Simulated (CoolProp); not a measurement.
Saturation properties of n-hexane (Tc = 507.8 K, pc = 30.44 bar, ω = 0.300).

Computed with CoolProp (reference Helmholtz-energy equation of state, Thol 2019).

```csv
T (K),p (bar),enthalpy of vaporisation (kJ/kg),surface tension (mN/m),liquid viscosity (µPa s)
403.5,5.033,281.2,7.56,…
411,5.899,273.3,6.89,114
418.4,6.858,…,6.24,107
425.8,7.931,256.4,5.60,101
433.2,9.124,247.1,4.98,95.0
440.6,10.45,237.3,4.37,89.2
448.1,…,226.5,3.76,…
455.5,13.54,214.9,3.18,77.9
462.9,15.32,202.3,2.63,…
```

Problem. What belongs in the gaps?

Solution. 
- 403.5, liquid viscosity (µPa s): 121
- 418.4, enthalpy of vaporisation (kJ/kg): 265.1
- 448.1, p (bar): 11.93
- 448.1, liquid viscosity (µPa s): 83.5
- 462.9, liquid viscosity (µPa s): 72.5

It boils at 341.9 K under 1 atm.

Viscosity comes from a separate model (Michailidou 2013). Surface tension comes from a separate correlation (Mulero 2012).
